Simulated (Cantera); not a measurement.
Input: 1 mol CuO, 3.1 mol HF, 0.63 mol H2, held at 1923.15 K.

Cantera equilibrium calculation (NASA polynomials, part measured and part estimated; ideal gas, pure solids and liquids). Candidate condensed phases: Cu, CuF2, CuO, Cu(OH)2, Cu2O, H2O; 27 gas species. Each liquid is taken as pure. Mutual solubility and eutectic melting of coexisting phases are not modelled. Equilibrium is a limit: real reactors are often held back by kinetics, nucleation or transport.

Which condensed phases are stable at each of these points (P (Pa)): 1, 6.80, 46, 320, 2200, 15000, 100000?


| P (Pa) | condensed phases | Cu condensed (%) |
|---|---|---|
| 1 | gas only | 0.0 |
| 6.80 | gas only | 0.0 |
| 46 | gas only | 0.0 |
| 320 | gas only | 0.0 |
| 2200 | Cu(l) | 18.4 |
| 15000 | Cu(l) | 66.3 |
| 100000 | Cu(l) + Cu2O(l) | 85.3 |

From 0.00750 Torr to 2.40 Torr nothing is condensed. From 16.5 Torr to 113 Torr the condensed part is Cu(l). At 750 Torr the condensed part is Cu(l) + Cu2O(l).
